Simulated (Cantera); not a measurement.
An isothermal, constant-pressure homogeneous reactor starts with 7.42 % H2, 21.8 % O2, 67.7 % N2, 3.06 % H2O, equivalence ratio 0.17, at 1048 K and 0.0263 atm.

Computed with Cantera and the H2/O2 subset of GRI-Mech 3.0, which has no nitrogen chemistry. Radical loss at walls, strong at low pressure, is not modelled. The temperature is held fixed by assumption; the heat of reaction is taken as removed at once.

x: mole fraction; the columns are a selection and need not sum to one.

| t (s) | x H2 | x O2 | x H2O | x OH | x H | x H2O2 |
|---|---|---|---|---|---|---|
| 2.00e-6 | 0.0742 | 0.218 | 0.0306 | <1e-12 | 2.19e-12 | <1e-12 |
| 5.37e-6 | 0.0742 | 0.218 | 0.0306 | <1e-12 | 5.83e-12 | <1e-12 |
| 1.44e-5 | 0.0742 | 0.218 | 0.0306 | <1e-12 | 1.54e-11 | <1e-12 |
| 3.86e-5 | 0.0742 | 0.218 | 0.0306 | 2.72e-12 | 4.03e-11 | <1e-12 |
| 0.000104 | 0.0742 | 0.218 | 0.0306 | 1.32e-11 | 1.10e-10 | <1e-12 |
| 0.000278 | 0.0742 | 0.218 | 0.0306 | 6.66e-11 | 3.97e-10 | <1e-12 |
| 0.000746 | 0.0742 | 0.218 | 0.0306 | 7.67e-10 | 4.05e-9 | <1e-12 |
| 0.00200 | 0.0742 | 0.218 | 0.0306 | 2.16e-7 | 1.12e-6 | 2.50e-11 |
| 0.00537 | 0.0107 | 0.188 | 0.0794 | 0.00254 | 0.0279 | 2.19e-7 |
| 0.0144 | 0.00222 | 0.186 | 0.101 | 0.00141 | 0.00683 | 2.35e-7 |
| 0.0386 | 0.000341 | 0.188 | 0.108 | 0.000493 | 0.000341 | ___ |
| 0.104 | 3.42e-5 | 0.188 | 0.109 | 0.000149 | 1.00e-5 | ___ |
| 0.278 | 4.32e-6 | 0.188 | 0.109 | 5.59e-5 | 5.18e-7 | ___ |
| 0.746 | 7.92e-7 | 0.188 | 0.109 | 2.55e-5 | 4.85e-8 | ___ |
| 2.00 | 1.94e-7 | 0.188 | 0.109 | 1.31e-5 | 6.64e-9 | ___ |

Question: What belongs in the gaps?

Answer: 
- 0.0386, x H2O2: 2.65e-7
- 0.104, x H2O2: 1.48e-7
- 0.278, x H2O2: 5.64e-8
- 0.746, x H2O2: 2.06e-8
- 2.00, x H2O2: 7.70e-9
